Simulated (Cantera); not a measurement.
Equilibrium for aluminium nitride and oxide growth: Al(CH3)3 + N2 + H2

Charge: 1 mol Al(CH3)3, 1.3 mol N2, 1.6 mol H2, at 1000 Pa.

Cantera equilibrium calculation (NASA polynomials, part measured and part estimated; ideal gas, pure solids and liquids). Candidate condensed phases: Al, AlN, C, C6H6, C7H8, C8H18; 97 gas species. The feed counts by its element totals alone. Equilibrium is a limit: real reactors are often held back by kinetics, nucleation or transport.

```csv
T (°C),log p H2,log p CH4,log p N2,log p Al,log p H,log p HCN,log p AlH,log p C2H2 (acetylene),n AlN(s),n C(graphite)
327,-2.25,-2.53,-2.82,<-14,<-14,-12.49,<-14,<-14,1.00,1.44
527,-2.06,-3.99,-2.93,<-14,-12.57,-9.52,<-14,-13.95,1.00,2.93
727,-2.05,-5.13,-2.94,<-14,-9.67,-7.78,<-14,-11.00,1.00,2.99
927,-2.05,-5.91,-2.94,<-14,-7.73,-6.62,<-14,-9.04,1.00,3.00
1127,-2.05,-6.47,-2.94,-10.33,-6.34,-5.80,-11.09,-7.65,1.00,3.00
1327,-2.05,-6.90,-2.94,-7.36,-5.29,-5.18,-8.46,-6.61,1.000,2.99
1527,-2.06,-7.23,-2.94,-5.05,-4.47,-4.71,-6.42,-5.81,0.994,2.98
1727,-2.10,-7.58,-2.88,-3.25,-3.84,-4.32,-4.85,-5.22,0.559,2.95
1927,-2.17,-7.92,-2.84,-2.94,-3.33,-4.02,-4.75,-4.76,0,2.88
```
log p: log10 of the partial pressure in bar; n: condensed amount in mol.

From 327 °C to 1727 °C the condensed part is AlN(s) + C(graphite). At 1927 °C the condensed part is C(graphite).
